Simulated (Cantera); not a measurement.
Cantera run, input and output.

```python
import numpy as np
import cantera as ct

gas = ct.Solution("gri30.yaml")
gas.TPX = 1350, 101325, {'CH3OH': 0.0067, 'O2': 0.0024, 'N2': 1}
reactor = ct.IdealGasConstPressureReactor(gas, energy="off", clone=False)
net = ct.ReactorNet([reactor])
net.rtol, net.atol = 1e-08, 1e-18
show = ['CH3OH', 'O2', 'HCN', 'H2O', 'CH2O', 'NO2', 'CH4']
times = np.geomspace(0.0006, 20, 14)

steps = ct.SolutionArray(gas, extra=["t"])
rows = []
print(f"{'t/s':>10s}{'T/K':>9s}{'P/Pa':>11s}" + "".join(f"{s:>11s}" for s in show))
for t in times:
    while net.time < t:
        t_next = net.step()
        steps.append(gas.state, t=t_next)
    rows.append([np.interp(t, steps.t, y) for y in (steps.T, steps.P, *steps(*show).X.T)])
    print(f"{t:10.3e}{rows[-1][0]:9.1f}{rows[-1][1]:11.4g}" + "".join(f"{x:11.3e}" for x in rows[-1][2:]))
rate = np.gradient(steps.T, steps.t)
print("integrator steps:", len(steps.t))
if steps.T.max() > steps.T[0] + 200:
    print(f"time of steepest temperature rise: {steps.t[rate.argmax()]:.4e} s")
gas.TPX = 1350, 101325, {'CH3OH': 0.0067, 'O2': 0.0024, 'N2': 1}
gas.equilibrate("TP")
print(f"equilibrium (TP): T = {gas.T:.1f} K  " + "  ".join(f"{s} {gas[s].X[0]:.3e}" for s in show))
```

Result:

```
       t/s      T/K       P/Pa      CH3OH         O2        HCN        H2O       CH2O        NO2        CH4
 6.000e-04   1350.0  1.013e+05  6.569e-03  2.361e-03  1.767e-11  1.240e-05  6.450e-05  5.974e-13  1.412e-06
 1.337e-03   1350.0  1.013e+05  6.314e-03  2.315e-03  7.668e-11  6.637e-05  3.006e-04  1.120e-11  2.964e-06
 2.978e-03   1350.0  1.013e+05  2.594e-03  1.648e-03  8.465e-10  1.290e-03  1.867e-03  8.740e-11  5.724e-06
 6.636e-03   1350.0  1.013e+05  7.580e-11  1.047e-06  3.146e-08  4.237e-03  1.128e-09  2.085e-14  4.364e-07
 1.478e-02   1350.0  1.013e+05  9.120e-13  3.527e-08  3.749e-08  3.862e-03  9.478e-11  7.657e-15  5.002e-09
 3.294e-02   1350.0  1.013e+05  2.822e-13  5.275e-09  3.714e-08  3.734e-03  5.193e-11  3.032e-15  1.670e-09
 7.339e-02   1350.0  1.013e+05  1.919e-13  9.358e-10  3.688e-08  3.680e-03  3.645e-11  1.315e-15  1.509e-09
 1.635e-01   1350.0  1.013e+05  1.298e-13  1.777e-10  3.667e-08  3.656e-03  2.974e-11  5.896e-16  1.615e-09
 3.643e-01   1350.0  1.013e+05  7.682e-14  3.478e-11  3.649e-08  3.645e-03  2.676e-11  2.590e-16  1.744e-09
 8.117e-01   1350.0  1.013e+05  4.077e-14  6.913e-12  3.632e-08  3.640e-03  2.543e-11  1.091e-16  1.852e-09
 1.808e+00   1350.0  1.013e+05  2.045e-14  1.390e-12  3.616e-08  3.637e-03  2.484e-11  3.924e-17  1.938e-09
 4.029e+00   1350.0  1.013e+05  1.018e-14  2.836e-13  3.600e-08  3.636e-03  2.457e-11  1.698e-17  2.011e-09
 8.977e+00   1350.0  1.013e+05  5.354e-15  6.049e-14  3.585e-08  3.635e-03  2.444e-11  5.874e-18  2.080e-09
 2.000e+01   1350.0  1.013e+05  3.293e-15  1.560e-14  3.568e-08  3.635e-03  2.438e-11  4.299e-18  2.151e-09
integrator steps: 2824
equilibrium (TP): T = 1350.0 K  CH3OH 5.398e-16  O2 6.098e-15  HCN 3.778e-09  H2O 3.635e-03  CH2O 2.435e-11  NO2 1.577e-19  CH4 4.291e-11
```

Model: GRI-Mech 3.0 (53 species, 325 reactions), integrated in Cantera. GRI-Mech 3.0 was tuned for natural gas; its chemistry of methanol as a main component is partial and can be far from experiment.
